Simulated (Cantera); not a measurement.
A perfectly stirred reactor is fed with CH₄ : H₂ = 1 : 28 (molar parts), at 0.690 Torr; it is held at 1150 K, and followed from long to short residence time.

Model: GRI-Mech 3.0 (53 species, 325 reactions), integrated in Cantera. GRI-Mech 3.0 stops at C3 and has no aromatics, soot or wall deposition, so with more carbon than oxygen in the feed, carbon stays in small species such as C2H2 where larger ones or solid carbon would form. Radical loss at walls, strong at low pressure, is not modelled.

What does this change do: temperature 1150 to 1850 K?


```json
[
 {"quantity": "x(CH₄) at τ = 3.00 s", "before": "0.0345", "after": "0.0130"},
 {"quantity": "x(H₂) at τ = 3.00 s", "before": "0.966", "after": "0.973"},
 {"quantity": "x(CH₂) at τ = 3.00 s", "before": "<1e-12", "after": "3.54e-6"},
 {"quantity": "x(C₂H₆) at τ = 3.00 s", "before": "<1e-12", "after": "4.28e-7"},
 {"quantity": "x(C₂H) at τ = 3.00 s", "before": "<1e-12", "after": "3.96e-7"},
 {"quantity": "x(CH₄) at τ = 23.0 ms", "before": "0.0345", "after": "0.0344"},
 {"quantity": "x(H₂) at τ = 23.0 ms", "before": "0.966", "after": "0.965"},
 {"quantity": "x(CH₂) at τ = 23.0 ms", "before": "<1e-12", "after": "1.81e-8"},
 {"quantity": "x(C₂H₆) at τ = 23.0 ms", "before": "<1e-12", "after": "1.35e-8"},
 {"quantity": "x(C₂H) at τ = 23.0 ms", "before": "<1e-12", "after": "<1e-12"}
]
```
